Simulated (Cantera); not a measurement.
Thermodynamics of thermal oxidation and active oxidation of silicon, feed Si + H₂O + H₂

A closed system holds: 1 mol Si, 0.034 mol H₂O, 12 mol H₂, equilibrated at 0.100 bar.

Method: chemical equilibrium by Gibbs-energy minimisation in Cantera with the NASA 1993 tables (ideal gas, pure condensed phases). Candidate condensed phases: H₂O, Si, SiO₂; 18 gas species. Gases not in the tables: Si₂H₆ and higher silanes. Equilibrium is a limit: real reactors are often held back by kinetics, nucleation or transport.

From 1427 °C to 1877 °C the condensed part is Si(l). The main Si-bearing gas is SiO throughout. The share of Si in condensed phases is highest at 1427 °C (96.6 %) and lowest at 1877 °C (93.1 %).

| T (°C) | x H₂ | x H | x SiO | x Si | x SiH | n Si(l) |
|---|---|---|---|---|---|---|
| 1427 | 0.997 | 0.000465 | 0.00282 | 6.79e-6 | 3.31e-6 | 0.966 |
| 1477 | 0.996 | 0.000734 | 0.00282 | 1.50e-5 | 6.27e-6 | 0.965 |
| 1527 | 0.996 | 0.00113 | 0.00282 | 3.18e-5 | 1.14e-5 | 0.965 |
| 1577 | 0.995 | 0.00170 | 0.00281 | 6.45e-5 | 2.02e-5 | 0.964 |
| 1627 | 0.994 | 0.00250 | 0.00281 | 0.000126 | 3.45e-5 | 0.963 |
| 1677 | 0.993 | 0.00361 | 0.00281 | 0.000238 | 5.74e-5 | 0.961 |
| 1727 | 0.991 | 0.00512 | 0.00281 | 0.000435 | 9.30e-5 | 0.958 |
| 1777 | 0.989 | 0.00713 | 0.00280 | 0.000773 | 0.000147 | 0.953 |
| 1827 | 0.986 | 0.00978 | 0.00280 | 0.00133 | 0.000227 | 0.944 |
| 1877 | 0.981 | 0.0132 | 0.00279 | 0.00224 | 0.000344 | 0.931 |
x: gas mole fraction; n: condensed amount in mol.
